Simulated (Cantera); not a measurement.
Charge: 1 mol TiCl4, a varied amount of H2O, 22 mol H2, at 1798 K and 473 Torr.

These are equilibrium values from Cantera (NASA tables, ideal gas, pure condensed phases), not measurements of a reactor. Candidate condensed phases: H2O, Ti, TiCl2, TiCl3, TiCl4, TiO, TiO2, Ti2O3, Ti3O5, Ti4O7; 23 gas species. Mutual solubility and eutectic melting of coexisting phases are not modelled. The tables' values for TiCl2 are old estimates; treat these amounts as uncertain. TiO: taken at fixed stoichiometry. Equilibrium is a limit: real reactors are often held back by kinetics, nucleation or transport.

x: gas mole fraction; n: condensed amount in mol.

```json
[
 {"n(H2O) (mol)": "0.42", "x H2": "0.881", "x HCl": "0.0948", "x H2O": "5.09e-5", "x TiCl3": "0.0207", "n TiO(s)": "0.419", "n Ti2O3(s)": "?", "n Ti3O5(s)": "0"},
 {"n(H2O) (mol)": "0.57", "x H2": "0.875", "x HCl": "0.103", "x H2O": "7.71e-5", "x TiCl3": "0.0178", "n TiO(s)": "0.358", "n Ti2O3(s)": "?", "n Ti3O5(s)": "0"},
 {"n(H2O) (mol)": "0.76", "x H2": "0.876", "x HCl": "0.103", "x H2O": "7.83e-5", "x TiCl3": "0.0174", "n TiO(s)": "0", "n Ti2O3(s)": "?", "n Ti3O5(s)": "0"},
 {"n(H2O) (mol)": "1", "x H2": "0.865", "x HCl": "0.121", "x H2O": "0.000139", "x TiCl3": "0.0117", "n TiO(s)": "0", "n Ti2O3(s)": "?", "n Ti3O5(s)": "0"},
 {"n(H2O) (mol)": "1.4", "x H2": "0.847", "x HCl": "0.149", "x H2O": "0.000572", "x TiCl3": "0.00262", "n TiO(s)": "0", "n Ti2O3(s)": "?", "n Ti3O5(s)": "0"},
 {"n(H2O) (mol)": "1.8", "x H2": "0.839", "x HCl": "0.155", "x H2O": "0.00533", "x TiCl3": "8.27e-5", "n TiO(s)": "0", "n Ti2O3(s)": "0", "n Ti3O5(s)": "0.333"},
 {"n(H2O) (mol)": "2.4", "x H2": "0.820", "x HCl": "0.151", "x H2O": "0.0278", "x TiCl3": "4.92e-6", "n TiO(s)": "0", "n Ti2O3(s)": "0", "n Ti3O5(s)": "0.333"}
]
```

Problem. Fill in the missing entries.

Solution. 
- 0.42, n Ti2O3(s): 0
- 0.57, n Ti2O3(s): 0.0700
- 0.76, n Ti2O3(s): 0.253
- 1, n Ti2O3(s): 0.332
- 1.4, n Ti2O3(s): 0.462
